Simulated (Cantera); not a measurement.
Input (Python, Cantera) and output of one run.

```python
import numpy as np
import cantera as ct

gas_names = """
    H HO2 H2 H2O H2O2 O OH O2 O3 Pb PbO Pb2
""".split()
cond_names = """
    H2O(s) H2O(L) Pb(cr) Pb(L) PbO(rd) PbO(yw) PbO(L) PbO2(s) Pb3O4(s)
""".split()


# ... load() reads the species with a 1 bar reference pressure and builds the phases ...
atoms = {
    'PbO': {'Pb': 1, 'O': 1},
    'H2O': {'H': 2, 'O': 1},
    'O2': {'O': 2},
}
top_T = {'Pb3O4(s)': 820}  # K; cautious upper limits of use, not melting points


# ... equilibrate(T, P, feed) seeds the gas with the atoms and calls Mixture.equilibrate('TP', solver="vcs", rtol=1e-11, max_steps=5000) ...
results = []
feed = {'PbO': 1, 'H2O': 1.1, 'O2': 0.28}  # mol
P = 5600  # Pa
for T in [1000, 1050, 1100, 1150, 1200, 1250, 1300, 1350, 1400, 1450, 1500, 1550, 1600]:
    mix = equilibrate(T, P, feed)
    results.append((T, P, feed, dict(zip(mix.species_names, mix.species_moles))))

top = {s: max(r[3][s] / sum(r[3][g] for g in gas_names) for r in results) for s in gas_names}
cols = sorted((s for s in top if top[s] > 0.001), key=lambda s: -top[s])[:9]
seen = [c for c in cond_names if any(r[3].get(c, 0) > 1e-12 for r in results)]
print("log10 of partial pressures in bar; condensed amounts in mol")
print(f"{'T/K':>10s}" + "".join(f"{s[:9]:>10s}" for s in cols + seen))
for T, P, feed, n in results:
    ng = sum(n[g] for g in gas_names)
    print(f"{T:10.4g}" + "".join(f"{np.log10(max(n[s] / ng * P / 1e5, 1e-99)):10.3f}" for s in cols)
          + "".join(f"{n.get(c, 0):10.4g}" for c in seen))
```

Result:

```
log10 of partial pressures in bar; condensed amounts in mol
       T/K       H2O       PbO        O2        Pb   PbO(yw)    PbO(L)
      1000    -1.350    -6.516    -1.945   -10.045         1         0
      1050    -1.350    -5.830    -1.945    -9.045         1         0
      1100    -1.350    -5.208    -1.945    -8.139    0.9998         0
      1150    -1.350    -4.643    -1.945    -7.314    0.9994         0
      1200    -1.351    -4.166    -1.945    -6.598         0    0.9983
      1250    -1.352    -3.738    -1.946    -5.951         0    0.9955
      1300    -1.354    -3.346    -1.948    -5.354         0    0.9887
      1350    -1.359    -2.984    -1.953    -4.802         0    0.9735
      1400    -1.369    -2.650    -1.962    -4.289         0    0.9411
      1450    -1.389    -2.341    -1.980    -3.808         0    0.8729
      1500    -1.431    -2.054    -2.015    -3.352         0    0.7249
      1550    -1.521    -1.788    -2.082    -2.910         0    0.3603
      1600    -1.596    -1.682    -2.121    -2.651         0         0
```

Cantera equilibrium calculation (NASA polynomials, part measured and part estimated; ideal gas, pure solids and liquids). Gases not in the tables: (PbO)n polymers.
